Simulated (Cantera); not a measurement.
A closed system holds: 1 mol CCl4, 0.19 mol HCl, equilibrated at 2898.15 K and 43.0 Pa.

These are equilibrium values from Cantera (NASA tables, ideal gas, pure condensed phases), not measurements of a reactor. Candidate condensed phases: C, C6H6, C7H8, C8H18; 91 gas species. The tables' values for CCl are old estimates; treat these amounts as uncertain. Rates play no part.

Base state: Cl 0.871, C3 0.0541, H 0.0378, C 0.0265, C2 0.00879, HCl 0.00158, C5 0.000270, C2H 9.59e-5 (mole fractions); condensed: gas only.

Question: What changes in the equilibrium state with this change: temperature from 2898.15 K to 2675 K?

Answer: 
| species | before | after |
|---|---|---|
| Cl | 0.871 | 0.938 |
| H | 0.0378 | 0.0348 |
| C3 | 0.0541 | 0.0146 |
| C | 0.0265 | 0.00366 |
| C2 | 0.00879 | 0.00140 |
| HCl | 0.00158 | 0.00755 |
| C4 | 8.29e-5 | 1.76e-5 |
| H2 | 4.70e-5 | 0.000195 |
| C(graphite), mol | 0 | 0.774 |

Question: What changes in the equilibrium state with this change: temperature from 2898.15 K to 1100 K?

Answer: 
| species | before | after |
|---|---|---|
| Cl2 | 5.11e-6 | 0.849 |
| HCl | 0.00158 | 0.0838 |
| Cl | 0.871 | 0.0673 |
| C3 | 0.0541 | <1e-9 |
| H | 0.0378 | <1e-9 |
| C | 0.0265 | <1e-9 |
| C2 | 0.00879 | <1e-9 |
| C5 | 0.000270 | <1e-9 |
| C2H | 9.59e-5 | <1e-9 |
| C4 | 8.29e-5 | <1e-9 |
| H2 | 4.70e-5 | <1e-9 |
| C(graphite), mol | 0 | 1.000 |
